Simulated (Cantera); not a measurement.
## Equilibrium for thermal oxidation and active oxidation of silicon: Si + CO₂ + N₂

Input: 1 mol Si, 0.019 mol CO₂, 290 mol N₂, equilibrated at 1 atm.

These are equilibrium values from Cantera (NASA tables, ideal gas, pure condensed phases), not measurements of a reactor. Candidate condensed phases: C, Si, SiC, SiO₂, Si₂N₂O, Si₃N₄; 34 gas species. N₂ is the only nitrogen source here; it is nearly inert below about 1500 K, so the nitride shown seldom forms there in practice. Mutual solubility and eutectic melting of coexisting phases are not modelled. The tables' values for SiN are old estimates; treat these amounts as uncertain. Kinetics and transport are ignored.

```tsv
T (°C)	log p N₂	log p Si	log p SiO	log p CO	log p Si₂N	log p SiN	log p Si₂C	n C(graphite)	n Si₂N₂O(s)	n Si₃N₄(s)	n Si(l)	n SiC(s)
1127	0.01	<-11	-8.94	-4.86	<-11	<-11	<-11	0.0151	0.0341	0.311	0	0
1202	0.01	-11.27	-7.85	-4.24	<-11	-11.11	<-11	0.00264	0.0216	0.319	0	0
1277	0.01	-10.09	-6.86	-4.18	<-11	-10.07	<-11	0	0.0190	0.321	0	0
1352	0.01	-9.02	-5.96	-4.18	-11.12	-9.12	<-11	0	0.0187	0.321	0	0
1427	0.01	-8.04	-5.15	-4.18	-9.88	-8.26	-11.77	0	0.0170	0.321	0	0
1502	0.01	-7.15	-4.40	-4.18	-8.75	-7.47	-10.89	0	0.00775	0.324	0	0
1577	0.01	-6.33	-4.18	-4.18	-7.71	-6.75	-9.64	0	0	0.327	0	0
1652	0.01	-5.58	-4.18	-4.18	-6.76	-6.08	-8.27	0	0	0.327	0	0
1727	0.01	-4.89	-4.18	-4.18	-5.88	-5.47	-7.01	0	0	0.325	0	0
1802	0.01	-4.24	-4.17	-4.19	-5.06	-4.90	-5.87	0	0	0.318	0	0
1877	0.01	-3.65	-4.10	-4.28	-4.31	-4.37	-4.96	0	0	0	0.864	0.000578
```
log p: log10 of the partial pressure in bar; n: condensed amount in mol.

From 1127 °C to 1202 °C the condensed part is C(graphite) + Si₂N₂O(s) + Si₃N₄(s). From 1277 °C to 1502 °C the condensed part is Si₂N₂O(s) + Si₃N₄(s). From 1577 °C to 1802 °C the condensed part is Si₃N₄(s). At 1877 °C the condensed part is Si(l) + SiC(s).
